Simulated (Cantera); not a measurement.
**Stirred combustor or abatement burner**

A perfectly stirred reactor is fed with CH4 : O2 : N2 = 1 : 2.56 : 9.64 (molar parts), at 1.00 bar; it is adiabatic with a 575 K inlet, and is followed from long to short residence time, starting on the burning branch (τ in s: 0.054, 0.031, 0.018, 0.01, 0.0058, 0.0033, 0.0019, 0.0011, 0.00061, 0.00035, 0.0002, 0.00011, 6.5e-05).

Cantera simulation using GRI-Mech 3.0 (53 species, 325 reactions); the numbers are that mechanism's predictions, not measurements.

```json
[
 {"τ (s)": "0.054", "T (K)": "2148", "x CH4": "5.36e-6", "x O2": "0.0424", "x CH2O": "8.61e-7", "x OH": "0.00397", "x CO": "0.00234", "x NO": "0.000633"},
 {"τ (s)": "0.031", "T (K)": "2142", "x CH4": "8.39e-6", "x O2": "0.0426", "x CH2O": "1.36e-6", "x OH": "0.00428", "x CO": "0.00279", "x NO": "0.000445"},
 {"τ (s)": "0.018", "T (K)": "2132", "x CH4": "1.27e-5", "x O2": "0.0430", "x CH2O": "2.08e-6", "x OH": "0.00471", "x CO": "0.00345", "x NO": "0.000322"},
 {"τ (s)": "0.010", "T (K)": "2117", "x CH4": "1.93e-5", "x O2": "0.0434", "x CH2O": "3.18e-6", "x OH": "0.00529", "x CO": "0.00446", "x NO": "0.000232"},
 {"τ (s)": "0.0058", "T (K)": "2099", "x CH4": "2.82e-5", "x O2": "0.0441", "x CH2O": "4.62e-6", "x OH": "0.00591", "x CO": "0.00572", "x NO": "0.000172"},
 {"τ (s)": "0.0033", "T (K)": "2073", "x CH4": "4.17e-5", "x O2": "0.0449", "x CH2O": "6.74e-6", "x OH": "0.00660", "x CO": "0.00735", "x NO": "0.000126"},
 {"τ (s)": "0.0019", "T (K)": "2043", "x CH4": "6.17e-5", "x O2": "0.0459", "x CH2O": "9.74e-6", "x OH": "0.00725", "x CO": "0.00926", "x NO": "9.33e-5"},
 {"τ (s)": "0.0011", "T (K)": "2008", "x CH4": "9.27e-5", "x O2": "0.0471", "x CH2O": "1.41e-5", "x OH": "0.00782", "x CO": "0.0114", "x NO": "6.97e-5"},
 {"τ (s)": "0.00061", "T (K)": "1963", "x CH4": "0.000148", "x O2": "0.0487", "x CH2O": "2.14e-5", "x OH": "0.00827", "x CO": "0.0141", "x NO": "5.12e-5"},
 {"τ (s)": "0.00035", "T (K)": "1916", "x CH4": "0.000239", "x O2": "0.0507", "x CH2O": "3.25e-5", "x OH": "0.00847", "x CO": "0.0171", "x NO": "3.81e-5"},
 {"τ (s)": "0.00020", "T (K)": "1864", "x CH4": "0.000409", "x O2": "0.0534", "x CH2O": "5.19e-5", "x OH": "0.00835", "x CO": "0.0208", "x NO": "2.74e-5"},
 {"τ (s)": "0.00011", "T (K)": "1800", "x CH4": "0.000805", "x O2": "0.0578", "x CH2O": "9.29e-5", "x OH": "0.00771", "x CO": "0.0264", "x NO": "1.78e-5"},
 {"τ (s)": "6.5e-5", "T (K)": "1724", "x CH4": "0.00184", "x O2": "0.0657", "x CH2O": "0.000186", "x OH": "0.00612", "x CO": "0.0345", "x NO": "9.74e-6"}
]
```
x: mole fraction; the columns are a selection and need not sum to one.
